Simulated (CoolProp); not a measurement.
Values from CoolProp's reference Helmholtz-energy equation of state, Leachman 2009.

Problem. For normal hydrogen, give the phase and the conductivity (mW/(m K)) at -192.35 °C and 0.14 MPa.

Solution. 
- -192.35 °C and 0.14 MPa: gas; conductivity 56.7

Thermal conductivity comes from a separate model (Assael 2011).
